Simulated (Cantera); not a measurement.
An isothermal, constant-pressure homogeneous reactor starts with C2H6 : H2 = 1 : 14 (molar parts), at 1625 K and 101000 Pa.

Model: GRI-Mech 3.0 (53 species, 325 reactions), integrated in Cantera. GRI-Mech 3.0 stops at C3 and has no aromatics, soot or wall deposition, so with more carbon than oxygen in the feed, carbon stays in small species such as C2H2 where larger ones or solid carbon would form.

x: mole fraction; the columns are a selection and need not sum to one.

```csv
t (s),x C2H6,x H2,x CH4,x C2H4,x H,x C2H2
0.000200,0.000157,0.908,0.0557,0.0230,0.000128,0.0124
0.000503,4.74e-5,0.909,0.0557,0.0184,7.60e-5,0.0168
0.00126,2.98e-5,0.909,0.0556,0.0120,6.89e-5,0.0229
0.00317,…,0.910,0.0554,…,6.62e-5,…
0.00797,1.33e-5,0.910,0.0550,0.00280,6.51e-5,0.0319
0.0200,1.29e-5,0.911,0.0543,0.00270,6.52e-5,0.0323
0.0503,1.25e-5,0.912,0.0526,0.00275,6.55e-5,0.0330
0.126,1.17e-5,0.913,0.0493,0.00285,6.61e-5,0.0343
0.318,1.08e-5,0.916,0.0450,0.00299,6.70e-5,0.0361
0.799,1.04e-5,0.917,0.0424,0.00308,6.75e-5,0.0372
2.01,1.03e-5,0.917,0.0420,0.00309,6.76e-5,0.0373
5.04,1.03e-5,0.917,0.0420,0.00309,6.76e-5,0.0373
12.7,1.03e-5,0.917,0.0420,0.00309,6.76e-5,0.0373
31.8,1.03e-5,0.917,0.0420,0.00309,6.76e-5,0.0373
80.0,1.03e-5,0.917,0.0420,0.00309,6.76e-5,0.0373
```

### Question
Complete the blanks.

### Answer

- 0.00317, x C2H6: 1.78e-5
- 0.00317, x C2H4: 0.00535
- 0.00317, x C2H2: 0.0293
